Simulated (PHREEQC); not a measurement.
0.015 g of hydrous ferric oxide (600 m²/g; 0.2 weak and 0.005 strong sites per Fe, Dzombak-Morel constants, diffuse double layer) in 1 kg of water with 0.1 mol/kgw of an inert sodium salt and 0.007 mmol/kgw ZnSO4, at 25 °C; the pH is set by adding NaOH or the inert anion's acid. Oxygen is held at 0.21 atm. No CO2 enters from the air. Precipitation was switched off in this run.

The series has 13 steps of pH, from 3 to 9.

All values are PHREEQC results (ion-association model, wateq4f.dat), not measurements.

### Question
Near which pH is half of the S sorbed, and on which side is more sorbed?

### Answer
Near pH 4.2, with more sorbed at lower pH.

### Question
Near which pH is half of the Zn sorbed, and on which side is more sorbed?

### Answer
Near pH 7.5, with more sorbed at higher pH.

### Question
At which pH does the surface charge pass through zero?

### Answer
Near pH 8.5.

The oxide is taken as insoluble; below pH 4 it would dissolve.
